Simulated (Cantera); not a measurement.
A perfectly stirred reactor is fed with CO : O2 : H2O : N2 = 0.0028 : 0.014 : 0.0045 : 1 (molar parts), at 5.00 bar; it is held at 1025 K, and followed from long to short residence time.

Model: GRI-Mech 3.0 (53 species, 325 reactions), integrated in Cantera.

Question: What does this change do: temperature 1025 to 1300 K?

Answer: 
| quantity | before | after |
|---|---|---|
| x(CO) at τ = 1.10 s | 0.00186 | 3.61e-5 |
| x(O2) at τ = 1.10 s | 0.0133 | 0.0124 |
| x(H2O) at τ = 1.10 s | 0.00441 | 0.00441 |
| x(O) at τ = 1.10 s | 3.72e-8 | 5.46e-7 |
| x(NO) at τ = 1.10 s | 2.70e-11 | 1.81e-7 |
| x(CO) at τ = 17.0 ms | 0.00274 | 0.000665 |
| x(O2) at τ = 17.0 ms | 0.0137 | 0.0127 |
| x(H2O) at τ = 17.0 ms | 0.00441 | 0.00440 |
| x(O) at τ = 17.0 ms | 1.35e-8 | 7.99e-6 |
| x(NO) at τ = 17.0 ms | <1e-12 | 7.37e-8 |

Question: What does this change do: temperature 1025 to 1400 K?

Answer: 
```csv
quantity,before,after
x(CO) at τ = 1.10 s,0.00186,1.92e-5
x(O2) at τ = 1.10 s,0.0133,0.0124
x(H2O) at τ = 1.10 s,0.00441,0.00441
x(O) at τ = 1.10 s,3.72e-8,9.38e-7
x(NO) at τ = 1.10 s,2.70e-11,3.84e-7
x(CO) at τ = 17.0 ms,0.00274,0.000351
x(O2) at τ = 17.0 ms,0.0137,0.0125
x(H2O) at τ = 17.0 ms,0.00441,0.00439
x(O) at τ = 17.0 ms,1.35e-8,1.23e-5
x(NO) at τ = 17.0 ms,<1e-12,3.13e-7
```

Question: What does this change do: pressure from 5.00 bar to 1.01 bar?

Answer: 
```tsv
quantity	before	after
x(CO) at τ = 1.10 s	0.00186	0.000864
x(O2) at τ = 1.10 s	0.0133	0.0128
x(H2O) at τ = 1.10 s	0.00441	0.00441
x(O) at τ = 1.10 s	3.72e-8	1.33e-6
x(NO) at τ = 1.10 s	2.70e-11	2.21e-9
x(CO) at τ = 17.0 ms	0.00274	0.00266
x(O2) at τ = 17.0 ms	0.0137	0.0137
x(H2O) at τ = 17.0 ms	0.00441	0.00440
x(O) at τ = 17.0 ms	1.35e-8	2.55e-6
x(NO) at τ = 17.0 ms	<1e-12	1.12e-11
```
